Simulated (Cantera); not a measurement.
## Adiabatic ignition

An adiabatic, constant-volume homogeneous reactor starts with 6.03 % CH₄, 19.8 % O₂, 74.2 % N₂, at 1525 K and 3.30 bar.

Computed with Cantera and GRI-Mech 3.0 (53 species, 325 reactions).

| t (s) | T (K) | P (bar) | x CH₄ | x O₂ | x C₂H₂ | x NO | x C₂H |
|---|---|---|---|---|---|---|---|
| 8.00e-6 | 1525 | 3.30 | 0.0603 | 0.198 | <1e-12 | <1e-12 | <1e-12 |
| 2.04e-5 | 1525 | 3.30 | 0.0603 | 0.198 | 1.32e-12 | <1e-12 | <1e-12 |
| 5.20e-5 | 1525 | 3.30 | 0.0602 | 0.198 | 1.43e-10 | <1e-12 | <1e-12 |
| 0.000132 | 1528 | 3.31 | 0.0594 | 0.197 | 3.02e-8 | 2.22e-12 | <1e-12 |
| 0.000337 | 2797 | 6.15 | <1e-12 | 0.0756 | <1e-12 | 0.00153 | <1e-12 |
| 0.000860 | 2778 | 6.10 | <1e-12 | 0.0701 | <1e-12 | 0.0132 | <1e-12 |
| 0.00219 | 2769 | 6.08 | <1e-12 | 0.0675 | <1e-12 | 0.0188 | <1e-12 |
| 0.00558 | 2769 | 6.08 | <1e-12 | 0.0673 | <1e-12 | 0.0191 | <1e-12 |
| 0.0142 | 2769 | 6.08 | <1e-12 | 0.0673 | <1e-12 | 0.0191 | <1e-12 |
| 0.0363 | 2769 | 6.08 | <1e-12 | 0.0673 | <1e-12 | 0.0191 | <1e-12 |
| 0.0924 | 2769 | 6.08 | <1e-12 | 0.0673 | <1e-12 | 0.0191 | <1e-12 |
| 0.235 | 2769 | 6.08 | <1e-12 | 0.0673 | <1e-12 | 0.0191 | <1e-12 |
| 0.600 | 2769 | 6.08 | <1e-12 | 0.0673 | <1e-12 | 0.0191 | <1e-12 |
x: mole fraction; the columns are a selection and need not sum to one.

```yaml
time_of_steepest_temperature_rise: 0.292 ms
temperature at 0.600 s: 2769 K
equilibrium_temperature: 2769 K
x(CH₄) at 0.600 s: <1e-12 (gas-phase equilibrium <1e-12)
x(O₂) at 0.600 s: 0.0673 (gas-phase equilibrium 0.0673)
x(C₂H₂) at 0.600 s: <1e-12 (gas-phase equilibrium <1e-12)
```
